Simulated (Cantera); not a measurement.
Low-pressure radical oxidation in H2/O2

A perfectly stirred reactor is fed with H2 : O2 = 0.1 : 1 (molar parts), at 2670 Pa; it is held at 1325 K, and followed from long to short residence time.

Computed with Cantera and GRI-Mech 3.0 (53 species, 325 reactions). Radical loss at walls, strong at low pressure, is not modelled. The temperature is held fixed by assumption; the heat of reaction is taken as removed at once.

```tsv
τ (s)	x H2	x O2	x H2O	x H	x OH
12	3.17e-5	0.904	0.0948	9.99e-6	0.000731
2.2	9.46e-5	0.903	0.0944	5.48e-5	0.00129
0.40	0.000277	0.900	0.0934	0.000295	0.00226
0.073	0.000773	0.893	0.0911	0.00146	0.00385
0.013	0.00200	0.876	0.0854	0.00588	0.00611
0.0024	0.00469	0.856	0.0762	0.0136	0.00837
0.00043	0.0138	0.855	0.0626	0.0185	0.0108
```
x: mole fraction; the columns are a selection and need not sum to one.
